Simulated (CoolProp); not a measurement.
Vapour-liquid equilibrium of propane (1) + cyclohexane (2) at 322.1 K; x and y are mole fractions of (1).

Model: multi-fluid Helmholtz-energy mixture model, Lemmon 2009 and Zhou 2014; pair parameters Bell 2016, in CoolProp.

```tsv
x	bubble pressure (kPa)	y at the bubble point	dew pressure at overall composition x (kPa)	liquid density (mol/L)
0.05	123.9	0.723	36.70	9.031
0.15	299.3	0.890	41.01	9.246
0.25	468.9	0.933	46.45	9.460
0.35	631.0	0.953	53.55	9.671
0.45	785.8	0.965	63.19	9.873
0.55	934.7	0.973	77.05	10.06
0.65	1081	0.979	98.66	10.22
0.75	1229	0.985	137.1	10.35
0.85	1387	0.990	224.2	10.40
0.95	1568	0.996	602.0	10.33
```

No azeotrope shows between x = 0.05 and 0.95.

The pair parameters rest on a limited set of measurements; away from them the model extrapolates. The gap from Raoult's law changes sign with composition, which may be real or a fault of the pair parameters; it wasn't checked against measurements.
